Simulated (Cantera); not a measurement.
Feed: 1 mol Ta2O5, 4.4 mol C, 0.29 mol H2, equilibrated at 1100 °C and 1.00 bar.

Equilibrium computed with Cantera from the NASA thermochemical tables; the gas is ideal and each condensed phase is pure. Candidate condensed phases: C, C6H6, C7H8, C8H18, H2O, Ta, TaC, Ta2O5; 113 gas species. Mutual solubility and eutectic melting of coexisting phases are not modelled. TaC: taken at fixed stoichiometry. Condensed phases not in the tables: Ta2C. Equilibrium is a limit: real reactors are often held back by kinetics, nucleation or transport.

Base state: CO 0.897, H2 0.101, CO2 0.00183, H2O 0.000423, CH4 5.10e-5 (mole fractions); condensed: C(graphite) + TaC(s) + Ta2O5(s).

What changes in the equilibrium state with this change: temperature from 1100 °C to 1902 °C?


```json
[
 {"species": "CO", "before": "0.897", "after": "0.913"},
 {"species": "H2", "before": "0.101", "after": "0.0830"},
 {"species": "CO2", "before": "0.00183", "after": "0.00170"},
 {"species": "H", "before": "1.06e-6", "after": "0.00141"},
 {"species": "CH4", "before": "5.10e-5", "after": "1.11e-8"},
 {"species": "H2O", "before": "0.000423", "after": "0.000804"},
 {"species": "C(graphite), mol", "before": "0.789", "after": "0"},
 {"species": "TaC(s), mol", "before": "1.03", "after": "1.26"},
 {"species": "Ta2O5(s), mol", "before": "0.483", "after": "0"},
 {"species": "Ta2O5(l), mol", "before": "0", "after": "0.370"}
]
```

What changes in the equilibrium state with this change: temperature from 1100 °C to 952 °C?


```csv
species,before,after
H2,0.101,0.911
CO,0.897,0.0770
CH4,5.10e-5,0.0109
CO2,0.00183,7.94e-5
H2O,0.000423,0.00138
"C(graphite), mol",0.789,4.36
"TaC(s), mol",1.03,0.00976
"Ta2O5(s), mol",0.483,0.995
```
